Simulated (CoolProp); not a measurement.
Vapour-liquid equilibrium of hydrogen sulfide (1) + propane (2) at 301.5 K; x and y are mole fractions of (1).

Model: multi-fluid Helmholtz-energy mixture model, Lemmon 2006 and Lemmon 2009; pair parameters Kunz 2012, in CoolProp.

Task: Give the bubble pressure and the first vapour's composition at x = 0.05, 0.45, 0.55. Is there an azeotrope?

Result: x = 0.05: 11.96 bar, y = 0.148; x = 0.45: 20.01 bar, y = 0.616; x = 0.55: 21.08 bar, y = 0.676. y crosses x between x = 0.85 and 0.95: the model has an azeotrope there.

The pair parameters rest on a limited set of measurements; away from them the model extrapolates.
